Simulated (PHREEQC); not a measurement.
Make-up at 25 °C: 0.055 mol NH3, 0.00071 mol Na2SiO3 and 0.2 mol (CH3)4NCl per kg of water. Closed to the air; pH follows from the charge balance.

Equilibrium calculation in PHREEQC: ion-association model, phreeqc.dat.

Precipitation was switched off in this run.

Task: Order these Si species by the share of Si that they hold, largest first: H3SiO4-, H4SiO4, H2SiO4-2.

Result: H3SiO4- (95 %), H4SiO4 (3.4 %), H2SiO4-2 (1.9 %)

The pH is 11.11 and the ionic strength 0.203 mol/kgw. (CH3)4N+ isn't in the database: it is added as a free cation with an ion size of 4 Å.
